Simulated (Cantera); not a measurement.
Charge: 1 mol TEOS, 3.2 mol H2O, 15 mol N2, equilibrated at 702 °C and 100 Torr.

These are equilibrium values from Cantera (NASA tables, ideal gas, pure condensed phases), not measurements of a reactor. Candidate condensed phases: C, C6H6, C7H8, C8H18, H2O, Si, SiC, SiO2, Si2N2O, Si3N4; 151 gas species. The feed counts by its element totals alone. Kinetics and transport are ignored.

Q: What is the equilibrium state?

A: 
```json
{
 "x(N2)": "0.454",
 "x(H2)": "0.389",
 "x(CO)": "0.147",
 "x(H2O)": "0.00459",
 "x(CO2)": "0.00277",
 "x(CH4)": "0.00254",
 "x(NH3)": "1.51e-5",
 "x(HCN)": "1.45e-6",
 "n(C(graphite))": "2.96 mol",
 "n(SiO2(β-quartz))": "1.00 mol",
 "gas_amount": "33.07 mol",
 "log10 activity of Si(s) (absent)": "-14.71"
}
```
